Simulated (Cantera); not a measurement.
Input (Python, Cantera) and output of one run.

```python
import numpy as np
import cantera as ct

gas_names = [...]  # 91 gases of nasa_gas.yaml made of C, Cl, H
cond_names = """
    C(gr) C6H6(L) C7H8(L) C8H18(L),n-octa
""".split()


# ... load() reads the species with a 1 bar reference pressure and builds the phases ...
atoms = {
    'CH3Cl': {'C': 1, 'H': 3, 'CL': 1},
    'H2': {'H': 2},
}
top_T = {'C(gr)': 4500}  # K; cautious upper limits of use, not melting points


# ... equilibrate(T, P, feed) seeds the gas with the atoms and calls Mixture.equilibrate('TP', solver="vcs", rtol=1e-11, max_steps=5000) ...
results = []
feed = {'CH3Cl': 1, 'H2': 0.072}  # mol
P = 59  # Pa
for T in [2248, 2348, 2448, 2548, 2648, 2748, 2848, 2948, 3048, 3148, 3248, 3348]:
    mix = equilibrate(T, P, feed)
    results.append((T, P, feed, dict(zip(mix.species_names, mix.species_moles))))
    x = sorted(zip(gas.X, gas.species_names), reverse=True)
    print(f"T = {T:g} K  P = {P:g} Pa  gas = {mix.phase_moles(0):.4g} mol")
    print("   x: " + "  ".join(f"{s} {v:.3e}" for v, s in x if v > 0.0001))
    print("   condensed (mol): " + ("  ".join(f"{mix.phase(i).name} {mix.phase_moles(i):.4g}"
          for i in range(1, mix.n_phases) if mix.phase_moles(i) > 1e-12) or "none"))
```

It prints:

```
T = 2248 K  P = 59 Pa  gas = 2.433 mol
   x: H2 3.970e-01  HCL 3.050e-01  H 1.906e-01  CL 1.060e-01  C2H2,acetylene 1.315e-03
   condensed (mol): C(gr) 0.9933
T = 2348 K  P = 59 Pa  gas = 2.654 mol
   x: H2 3.294e-01  H 2.918e-01  HCL 2.305e-01  CL 1.463e-01  C2H2,acetylene 1.800e-03
   condensed (mol): C(gr) 0.9893
T = 2448 K  P = 59 Pa  gas = 2.945 mol
   x: H 4.088e-01  H2 2.488e-01  CL 1.828e-01  HCL 1.567e-01  C2H2,acetylene 2.151e-03  C3 3.685e-04  C2H 2.268e-04  C 1.359e-04
   condensed (mol): C(gr) 0.9819
T = 2548 K  P = 59 Pa  gas = 3.28 mol
   x: H 5.219e-01  CL 2.092e-01  H2 1.680e-01  HCL 9.567e-02  C2H2,acetylene 2.216e-03  C3 1.752e-03  C2H 5.463e-04  C 5.389e-04  C2 1.629e-04
   condensed (mol): C(gr) 0.9614
T = 2648 K  P = 59 Pa  gas = 3.615 mol
   x: H 6.090e-01  CL 2.234e-01  H2 1.012e-01  HCL 5.317e-02  C3 7.377e-03  C2H2,acetylene 1.971e-03  C 1.924e-03  C2H 1.145e-03  C2 6.993e-04
   condensed (mol): C(gr) 0.8842
T = 2748 K  P = 59 Pa  gas = 3.962 mol
   x: H 6.524e-01  CL 2.253e-01  H2 5.445e-02  C3 2.787e-02  HCL 2.714e-02  C 6.256e-03  C2 2.694e-03  C2H 2.106e-03  C2H2,acetylene 1.521e-03  C5 2.217e-04
   condensed (mol): C(gr) 0.5883
T = 2848 K  P = 59 Pa  gas = 4.346 mol
   x: H 6.523e-01  CL 2.171e-01  C3 6.312e-02  H2 2.690e-02  C 1.629e-02  HCL 1.301e-02  C2 7.146e-03  C2H 2.637e-03  C2H2,acetylene 7.967e-04  C5 5.393e-04  C4 1.177e-04
   condensed (mol): none
T = 2948 K  P = 59 Pa  gas = 4.477 mol
   x: H 6.642e-01  CL 2.165e-01  C3 5.599e-02  C 2.965e-02  H2 1.445e-02  C2 9.859e-03  HCL 6.891e-03  C2H 1.840e-03  C5 2.847e-04  C2H2,acetylene 2.513e-04
   condensed (mol): none
T = 3048 K  P = 59 Pa  gas = 4.593 mol
   x: H 6.637e-01  CL 2.140e-01  C 5.049e-02  C3 4.612e-02  C2 1.261e-02  H2 7.798e-03  HCL 3.702e-03  C2H 1.224e-03  C5 1.370e-04
   condensed (mol): none
T = 3148 K  P = 59 Pa  gas = 4.718 mol
   x: H 6.550e-01  CL 2.099e-01  C 7.959e-02  C3 3.373e-02  C2 1.456e-02  H2 4.266e-03  HCL 2.025e-03  C2H 7.567e-04
   condensed (mol): none
T = 3248 K  P = 59 Pa  gas = 4.851 mol
   x: H 6.417e-01  CL 2.050e-01  C 1.141e-01  C3 2.058e-02  C2 1.458e-02  H2 2.382e-03  HCL 1.133e-03  C2H 4.183e-04
   condensed (mol): none
T = 3348 K  P = 59 Pa  gas = 4.972 mol
   x: H 6.286e-01  CL 2.004e-01  C 1.465e-01  C2 1.221e-02  C3 9.890e-03  H2 1.373e-03  HCL 6.555e-04  C2H 2.001e-04
   condensed (mol): none
```

Equilibrium computed with Cantera from the NASA thermochemical tables; the gas is ideal and each condensed phase is pure.
